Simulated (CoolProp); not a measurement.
Vapour-liquid equilibrium of acetone (1) + ethanol (2) at 271 kPa; x and y are mole fractions of (1).

The numbers come from the multi-fluid Helmholtz-energy mixture model, Lemmon 2006 and Schroeder 2014; pair parameters Bell 2016 in CoolProp.

Q: Give the bubble temperature and the first vapour's composition at x = 0.05, 0.15, 0.75. Is there an azeotrope?

A: x = 0.05: 376.5 K, y = 0.114; x = 0.15: 372.8 K, y = 0.288; x = 0.75: 362.6 K, y = 0.800. No azeotrope shows between x = 0.05 and 0.95.

Pair parameters are fitted to limited data, so mixtures are less certain than the pure fluids.
